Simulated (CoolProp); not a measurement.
Computed with CoolProp (reference Helmholtz-energy equation of state, Lemmon 2005).

Problem. For R125, give the phase and the cp (kJ/(kg K)), cv (kJ/(kg K)), speed of sound (m/s), conductivity (mW/(m K)) at 371.5 K and 4.82 MPa; 371.5 K and 8.44 MPa; 371.5 K and 16.9 MPa.

Solution. 
- 371.5 K and 4.82 MPa: supercritical; cp 1.66, cv 0.934, speed of sound 115, conductivity 28.6
- 371.5 K and 8.44 MPa: supercritical; cp 1.76, cv 0.931, speed of sound 174, conductivity 43.6
- 371.5 K and 16.9 MPa: supercritical; cp 1.34, cv 0.907, speed of sound 314, conductivity 54.4

Thermal conductivity comes from a separate model (Perkins 2006).
